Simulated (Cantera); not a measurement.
A closed system holds: 1 mol Cu, 6.5 mol CO, 33 mol H2, held at 0.100 bar.

Method: chemical equilibrium by Gibbs-energy minimisation in Cantera with the NASA 1993 tables (ideal gas, pure condensed phases). Candidate condensed phases: C, C6H6, C7H8, C8H18, Cu, CuO, Cu(OH)2, Cu2O, H2O; 113 gas species. Rates play no part.

**Question.** Which condensed phases are stable at each of these points (T (°C)): 527, 727, 927, 1127, 1327, 1527, 1727?

**Answer.** 
```tsv
T (°C)	condensed phases	Cu condensed (%)
527	C(graphite) + Cu(s)	100.0
727	C(graphite) + Cu(s)	100.0
927	Cu(s)	100.0
1127	Cu(l)	99.9
1327	Cu(l)	98.4
1527	Cu(l)	78.4
1727	gas only	0.0
```

From 527 °C to 727 °C the condensed part is C(graphite) + Cu(s). At 927 °C the condensed part is Cu(s). From 1127 °C to 1527 °C the condensed part is Cu(l). At 1727 °C nothing is condensed.
